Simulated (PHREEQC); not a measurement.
A made-up water analysis in mmol/kgw, 25 °C, pH 6.21: Na 79.5; K 0.388; Ca 6.5; Mg 0.646; Cl 82.7; S(6) 6.73; Alkalinity (meq/kgw) 0.0609; Fe(2) 0.0096.

Valence states are taken as typed.

The numbers come from PHREEQC with the Pitzer model, pitzer.dat.

This is a speciation only: nothing precipitates in the calculation.

Task: Predict the specific conductance, density, osmotic coefficient.

Result: specific conductance 9860 µS/cm; density 1.001 g/cm³; osmotic coefficient 0.911.

Task: In which forms is C present?

Result: CO2 54 %, HCO3- 46 % of the C.
